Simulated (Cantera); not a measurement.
A closed system holds: 1 mol SiH4, 0.3 mol NO, 0.91 mol H2, at 32.3 Torr.

These are equilibrium values from Cantera (NASA tables, ideal gas, pure condensed phases), not measurements of a reactor. Candidate condensed phases: H2O, Si, SiO2, Si2N2O, Si3N4; 35 gas species. Mutual solubility and eutectic melting of coexisting phases are not modelled. The tables hold silica as quartz up to 1696 K and as liquid above; real silica turns to tridymite and cristobalite and melts near 1996 K. Gases not in the tables: Si2H6 and higher silanes. Kinetics and transport are ignored.

**Question.** Which condensed phases are stable at each of these points (T (K)): 800, 900, 1000, 1100, 1200, 1300, 1400, 1500, 1600, 1700, 1800, 1900, 2000?

**Answer.** 
```json
[
 {"T (K)": "800", "condensed phases": "Si(s) + SiO2(α-quartz) + Si2N2O(s)", "Si condensed (%)": "100.0"},
 {"T (K)": "900", "condensed phases": "Si(s) + SiO2(β-quartz) + Si2N2O(s)", "Si condensed (%)": "100.0"},
 {"T (K)": "1000", "condensed phases": "Si(s) + SiO2(β-quartz) + Si2N2O(s)", "Si condensed (%)": "100.0"},
 {"T (K)": "1100", "condensed phases": "Si(s) + SiO2(β-quartz) + Si2N2O(s)", "Si condensed (%)": "100.0"},
 {"T (K)": "1200", "condensed phases": "Si(s) + SiO2(β-quartz) + Si2N2O(s)", "Si condensed (%)": "100.0"},
 {"T (K)": "1300", "condensed phases": "Si(s) + SiO2(β-quartz) + Si2N2O(s)", "Si condensed (%)": "99.9"},
 {"T (K)": "1400", "condensed phases": "Si(s) + SiO2(β-quartz) + Si2N2O(s)", "Si condensed (%)": "99.5"},
 {"T (K)": "1500", "condensed phases": "Si(s) + SiO2(β-quartz) + Si2N2O(s)", "Si condensed (%)": "96.5"},
 {"T (K)": "1600", "condensed phases": "Si(s) + Si2N2O(s)", "Si condensed (%)": "85.0"},
 {"T (K)": "1700", "condensed phases": "Si(l) + Si2N2O(s)", "Si condensed (%)": "84.7"},
 {"T (K)": "1800", "condensed phases": "Si(l) + Si2N2O(s)", "Si condensed (%)": "77.7"},
 {"T (K)": "1900", "condensed phases": "Si(l)", "Si condensed (%)": "69.9"},
 {"T (K)": "2000", "condensed phases": "Si(l)", "Si condensed (%)": "69.6"}
]
```

At 800 K the condensed part is Si(s) + SiO2(α-quartz) + Si2N2O(s). From 900 K to 1500 K the condensed part is Si(s) + SiO2(β-quartz) + Si2N2O(s). At 1600 K the condensed part is Si(s) + Si2N2O(s). From 1700 K to 1800 K the condensed part is Si(l) + Si2N2O(s). From 1900 K to 2000 K the condensed part is Si(l).
